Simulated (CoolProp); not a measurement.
A closed Brayton cycle with carbon dioxide: compressor inlet 329.15 K and 8.5 MPa, high pressure 17.6 MPa, turbine inlet 640 K, compressor efficiency 0.8, turbine efficiency 0.85, recuperator effectiveness 0 (on enthalpy, no pinch check). Each further row changes one setting.

Model: reference Helmholtz-energy equation of state, Span 1996, in CoolProp.

| case | thermal efficiency (%) | net work (kJ/kg) | compressor to turbine work | compressor exit (K) | turbine exit (K) |
|---|---|---|---|---|---|
| as stated | 8.8 | 29.4 | 0.57 | 391.9 | 567.4 |
| turbine inlet 590 K | 8.3 | 22.6 | 0.63 | 391.9 | 520.0 |
| compressor inlet 339.15 K | 8.0 | 24.7 | 0.64 | 406.1 | 567.4 |
| high pressure 15 MPa | 7.2 | 24.9 | 0.54 | 377.7 | 583.2 |
| recuperator effectiveness 0.5 | 12.8 | 29.4 | 0.57 | 391.9 | 567.4 |
